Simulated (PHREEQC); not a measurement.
**Geothermal or formation water**

Synthetic water in mg/kgw, 20 °C, pH 6.73, pe 12.8:

```
constituent         mg/kgw
------------------  ------
Na                   10000
K                     1180
Ca                    57.6
Mg                    1550
Cl                   19500
S(6) as SO4           1430
Alkalinity as HCO3     431
Si as SiO2            4.57
```

Cl is adjusted to close the charge balance.
Valence states are taken as typed.

Model: ion-association model, wateq4f.dat, run in PHREEQC.

```json
{
 "ionic_strength": "0.649 mol/kgw",
 "activity_of_water": "0.981"
}
```

| species | molality | activity | log γ |
|---|---|---|---|
| Cl- | 0.559 | 0.351 | -0.202 |
| Na+ | 0.431 | 0.306 | -0.149 |
| Mg+2 | 0.0585 | 0.0171 | -0.535 |
| K+ | 0.0299 | 0.0188 | -0.202 |
| SO4-2 | 0.00738 | 0.00138 | -0.729 |
| HCO3- | 0.00534 | 0.00363 | -0.168 |
| MgSO4 | 0.00417 | 0.00484 | 0.065 |
| NaSO4- | 0.00301 | 0.00205 | -0.168 |
| CO2 | 0.00143 | 0.00166 | 0.065 |
| Ca+2 | 0.00134 | 0.000340 | -0.595 |
| MgHCO3+ | 0.00112 | 0.000710 | -0.198 |

No solid was allowed to form. The solution is supersaturated, for example in Magnesite (slow to form), so a real one may precipitate; this is no full list.
